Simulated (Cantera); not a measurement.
A Cantera script and what it prints.

```python
import numpy as np
import cantera as ct

gas_names = """
    N NO NO2 NO3 N2 N2O O O2 O3 Si SiN SiO SiO2 Si2 Si2N Si3
""".split()
cond_names = """
    Si(cr) Si(L) SiO2(Lqz) SiO2(hqz) SiO2(L) Si2N2O(s) Si3N4(a)
""".split()


# ... load() reads the species with a 1 bar reference pressure and builds the phases ...
atoms = {
    'SiO2': {'Si': 1, 'O': 2},
    'N2': {'N': 2},
}
top_T = {'Si2N2O(s)': 2100, 'Si3N4(a)': 2400}  # K; cautious upper limits of use, not melting points


# ... equilibrate(T, P, feed) seeds the gas with the atoms and calls Mixture.equilibrate('TP', solver="vcs", rtol=1e-11, max_steps=5000) ...
results = []
feed = {'SiO2': 1, 'N2': 0.39}  # mol
T = 1623.15  # K
P = 71000  # Pa
mix = equilibrate(T, P, feed)
results.append((T, P, feed, dict(zip(mix.species_names, mix.species_moles))))
print(gas.report(threshold=1e-06))
for i in range(1, mix.n_phases):
    print(f"{mix.phase(i).name:16s} {mix.phase_moles(i):12.5e} mol")
```

Output:

```
       temperature   1623.2 K
          pressure   71000 Pa
           density   0.14738 kg/m^3
  mean mol. weight   28.014 kg/kmol
   phase of matter   gas

                          1 kg             1 kmol
                     ---------------   ---------------
          enthalpy        1.5233e+06        4.2674e+07  J
   internal energy        1.0416e+06        2.9178e+07  J
           entropy            8833.5        2.4746e+05  J/K
    Gibbs function       -1.2815e+07       -3.5899e+08  J
 heat capacity c_p            1254.3             35139  J/K
 heat capacity c_v            957.53             26824  J/K

                      mass frac. Y      mole frac. X     chem. pot. / RT
                     ---------------   ---------------   ---------------
                N2                 1                 1           -26.601
     [  +15 minor]        1.5666e-07        1.1846e-07

Si(cr)            0.00000e+00 mol
SiO2(hqz)         1.00000e+00 mol
Si2N2O(s)         0.00000e+00 mol
Si3N4(a)          0.00000e+00 mol
```

Equilibrium computed with Cantera from the NASA thermochemical tables; the gas is ideal and each condensed phase is pure. The tables hold silica as quartz up to 1696 K and as liquid above; real silica turns to tridymite and cristobalite and melts near 1996 K.
